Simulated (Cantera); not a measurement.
A perfectly stirred reactor is fed with C2H6 : N2 = 1 : 46 (molar parts), at 0.133 bar; it is held at 1800 K, and followed from long to short residence time.

Model: GRI-Mech 3.0 (53 species, 325 reactions), integrated in Cantera. GRI-Mech 3.0 stops at C3 and has no aromatics, soot or wall deposition, so with more carbon than oxygen in the feed, carbon stays in small species such as C2H2 where larger ones or solid carbon would form.

| quantity | before | after |
|---|---|---|
| x(C2H6) at τ = 2.10 s | 7.91e-7 | 1.02e-6 |
| x(CH4) at τ = 2.10 s | 0.000628 | 0.000748 |
| x(C2H4) at τ = 2.10 s | 7.83e-6 | 9.74e-6 |
| x(C2H) at τ = 2.10 s | 1.14e-6 | 8.76e-7 |
| x(H) at τ = 2.10 s | 0.000261 | 0.000222 |
| x(C2H6) at τ = 19.0 ms | 6.32e-5 | 7.76e-5 |
| x(CH4) at τ = 19.0 ms | 0.00256 | 0.00280 |
| x(C2H4) at τ = 19.0 ms | 0.000298 | 0.000354 |
| x(C2H) at τ = 19.0 ms | 2.25e-6 | 1.83e-6 |
| x(H) at τ = 19.0 ms | 0.000500 | 0.000451 |

**Question.** Name the change that produced these shifts.
A) N2 46 to 86 parts
B) temperature 1800 to 1775 K
C) pressure from 0.133 bar to 0.000510 bar
D) temperature 1800 to 1975 K

**Answer.** B, temperature 1800 to 1775 K
